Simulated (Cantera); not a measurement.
A freely propagating, adiabatic, planar premixed flame of H₂ : O₂ : N₂ : H₂O = 1 : 0.588 : 2.21 : 0.68 (molar parts), unburnt at 425 K and 0.350 bar; multicomponent+Soret transport, grid criteria slope 0.08 and curve 0.16, no radiation.

Cantera simulation using the H2/O2 subset of GRI-Mech 3.0, which has no nitrogen chemistry; the numbers are that mechanism's predictions, not measurements. Burning velocities carry a grid error of a few per cent, more on coarse grids.

Problem. Predict: laminar burning velocity; thermal thickness; peak x(OH); peak x(H); peak x(O).

Solution. 
```
Quantity                     Value
------------------------  --------
laminar burning velocity  207 cm/s
thermal thickness          1.34 mm
peak x(OH)                  0.0100
peak x(H)                   0.0240
peak x(O)                  0.00621
```
